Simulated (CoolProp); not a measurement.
Saturation properties of dimethyl ether.

Values from CoolProp's reference Helmholtz-energy equation of state, Wu 2011.

| T (K) | p (MPa) | vapour Z | surface tension (mN/m) | vapour viscosity (µPa s) |
|---|---|---|---|---|
| 295.7 | 0.5496 | 0.8870 | 11.7 | 9.26 |
| 299.9 | 0.6206 | 0.8776 | 11.1 | 9.39 |
| 304.1 | 0.6982 | 0.8677 | 10.5 | 9.51 |
| 308.3 | 0.7828 | 0.8573 | 9.92 | 9.64 |
| 312.5 | 0.8748 | 0.8463 | 9.35 | 9.78 |
| 316.7 | 0.9746 | 0.8348 | 8.79 | 9.92 |
| 320.8 | 1.080 | 0.8231 | 8.25 | 10.1 |
| 325 | 1.196 | 0.8104 | 7.71 | 10.2 |
| 329.2 | 1.321 | 0.7971 | 7.17 | 10.4 |
| 333.4 | 1.456 | 0.7832 | 6.64 | 10.5 |
| 337.6 | 1.601 | 0.7686 | 6.12 | 10.7 |
| 341.7 | 1.752 | 0.7535 | 5.62 | 10.9 |
| 345.9 | 1.917 | 0.7373 | 5.12 | 11.1 |
| 350.1 | 2.094 | 0.7202 | 4.63 | 11.3 |
| 354.3 | 2.282 | 0.7021 | 4.15 | 11.6 |

It boils at 248.4 K under 1 atm.

Viscosity comes from a separate model (Meng 2012). Surface tension comes from a separate correlation (Mulero 2012).
